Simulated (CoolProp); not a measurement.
The fluid at 298.15 K and 1.45 MPa is compressed adiabatically to 9.08 MPa with isentropic efficiency 0.9. The same conditions are run with several fluids, on thermodynamics alone (safety and materials aside).

Values from CoolProp's reference Helmholtz-energy equation of state of each fluid (carbon dioxide: Span 1996; methane: Setzmann 1991; C2F6 (R116): Lemmon 2006; ethane: Bücker 2006).

| fluid | work (kJ/kg) | final temperature (K) | final density (kg/m³) |
|---|---|---|---|
| carbon dioxide | 130 | 461.4 | 114 |
| methane | 383 | 461.7 | 38.1 |
| C2F6 (R116) | 28.8 | 372.4 | 607 |
| ethane | 163 | 416.7 | 101 |
